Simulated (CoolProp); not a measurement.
Values from CoolProp's reference Helmholtz-energy equation of state, Lemmon 2003. It is a pseudo-pure fit of the blend.

For R404A, give the phase and the Z, speed of sound (m/s), fugacity coefficient at 84.55 °C and 4330 kPa.


- 84.55 °C and 4330 kPa: supercritical; Z 0.439, speed of sound 109, fugacity coefficient 0.647
